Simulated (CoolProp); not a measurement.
Isopentane along the isobar 4190 kPa: Z from the reference equation and from simpler models built on Tc = 187.2 °C, pc = 3378 kPa, ω = 0.227; each cubic takes its own stable root.

Model: reference Helmholtz-energy equation of state, Lemmon 2006, in CoolProp. It is a short technical equation, of lower accuracy than the large ones.

| T (°C) | phase | reference |
|---|---|---|
| 95.75 | liquid | 0.1809 |
| 106.65 | liquid | 0.1803 |
| 117.55 | liquid | 0.1802 |
| 128.45 | liquid | 0.1807 |
| 139.45 | liquid | 0.1822 |
| 150.35 | liquid | 0.1847 |
| 161.25 | liquid | 0.1887 |
| 172.25 | liquid | 0.1954 |
| 183.15 | liquid | 0.2069 |
| 194.05 | supercritical | 0.2337 |
| 204.95 | supercritical | 0.3730 |
| 215.95 | supercritical | 0.5068 |
| 226.85 | supercritical | 0.5794 |

Question: How far does each simpler model (van der Waals, Redlich-Kwong) lie from the reference over these 13 states: mean and median of the absolute difference, and the worst?

Answer: 
- van der Waals: mean 41.8 %, median 52.6 %, worst +56.4 % at 95.75 °C and 4190 kPa
- Redlich-Kwong: mean 13.5 %, median 14.7 %, worst +21.6 % at 183.15 °C and 4190 kPa
